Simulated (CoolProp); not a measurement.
Vapour-liquid equilibrium of p-xylene (1) + n-undecane (2) at 0.627 MPa; x and y are mole fractions of (1).

Model: multi-fluid Helmholtz-energy mixture model, Zhou 2012 and Aleksandrov 2011; pair parameters Bell 2016, in CoolProp.

```tsv
x	bubble temperature, mixture model (K)	bubble temperature, Raoult's law (K)	y, mixture model	y, Raoult's law
0.05	556.5	555.3	0.094	0.127
0.125	550.6	548.2	0.225	0.288
0.2	544.8	541.6	0.345	0.418
0.275	539.2	535.6	0.451	0.526
0.35	533.8	530.1	0.546	0.616
0.425	528.5	525.0	0.630	0.691
0.5	523.5	520.3	0.704	0.754
0.575	518.7	515.9	0.768	0.808
0.65	514.1	511.8	0.824	0.854
0.725	509.8	507.9	0.872	0.894
0.8	505.7	504.3	0.914	0.928
0.875	501.7	500.9	0.951	0.958
0.95	498.1	497.8	0.982	0.984
```

The largest gap from Raoult's law is +3.7 K in bubble temperature, at x = 0.35. No azeotrope shows between x = 0.05 and 0.95.

Pair parameters are fitted to limited data, so mixtures are less certain than the pure fluids.
